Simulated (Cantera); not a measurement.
Charge: 1 mol Si₃N₄, 0.19 mol N₂O, 90 mol N₂, equilibrated at 83.0 Pa.

Cantera equilibrium calculation (NASA polynomials, part measured and part estimated; ideal gas, pure solids and liquids). Candidate condensed phases: Si, SiO₂, Si₂N₂O, Si₃N₄; 16 gas species. The tables' values for SiN are old estimates; treat these amounts as uncertain. Rates play no part. All values below are at 1500 °C.

Base state: N₂ 0.995, Si 0.00257, SiO 0.00205, Si₂N 5.87e-5, SiN 3.54e-5, Si₂ 1.43e-5 (mole fractions); condensed: Si(l).

What changes in the equilibrium state with this change: 0.071 mol CH₄ added?


```csv
species,before,after
N₂,0.995,0.994
Si,0.00257,0.00257
SiO,0.00205,0.00188
H₂,0,0.00135
H,0,0.000362
CO,0,0.000165
Si₂C,0,2.36e-5
SiN,3.54e-5,3.54e-5
Si₂N,5.87e-5,5.87e-5
"Si(l), mol",2.55,2.51
"SiC(s), mol",0,0.0531
```
Mutual solubility and eutectic melting of coexisting phases are not modelled. Further candidate phases: C, C₆H₆, C₇H₈, C₈H₁₈, H₂O, SiC.

What changes in the equilibrium state with this change: Si₃N₄ replaced by SiC?


```tsv
species	before	after
N₂	0.995	0.997
CO	0	0.00135
SiO	0.00205	0.000755
Si	0.00257	0.000570
Si₂	1.43e-5	7.04e-7
Si₂N	5.87e-5	2.90e-6
SiN	3.54e-5	7.88e-6
Si(l), mol	2.55	0
SiC(s), mol	0	0.878
```
Further candidate phases: C, SiC.
